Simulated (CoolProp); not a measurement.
R143a at 298.15 K and 0.832 MPa flows at 8.4 m/s in a round tube of 100 mm bore and 0.25 µm roughness, fully developed (64/Re and Nu = 3.66 if laminar; Colebrook and Gnielinski if turbulent). Each further row changes one setting.

Computed with CoolProp (reference Helmholtz-energy equation of state, Lemmon and Jacobsen 2000).

```json
[
 {"case": "as stated", "Reynolds number": "?", "Darcy friction factor": "0.0101", "pressure drop (Pa/m)": "?", "heat-transfer coefficient (W/(m² K))": "?", "mass flow (kg/h)": "7920"},
 {"case": "velocity 16.8 m/s", "Reynolds number": "4950000", "Darcy friction factor": "0.00916", "pressure drop (Pa/m)": "431", "heat-transfer coefficient (W/(m² K))": "762", "mass flow (kg/h)": "15800"},
 {"case": "diameter 200 mm", "Reynolds number": "4950000", "Darcy friction factor": "0.00908", "pressure drop (Pa/m)": "53.4", "heat-transfer coefficient (W/(m² K))": "377", "mass flow (kg/h)": "31700"}
]
```

Problem. Complete the blanks.

Solution. 
- as stated, Reynolds number: 2470000
- as stated, pressure drop (Pa/m): 119
- as stated, heat-transfer coefficient (W/(m² K)): 422

Viscosity comes from a separate model (Klein 1997), an estimate that may be off by 10 % or more. Thermal conductivity comes from a separate model (McLinden 2000), an estimate that may be off by 10 % or more.
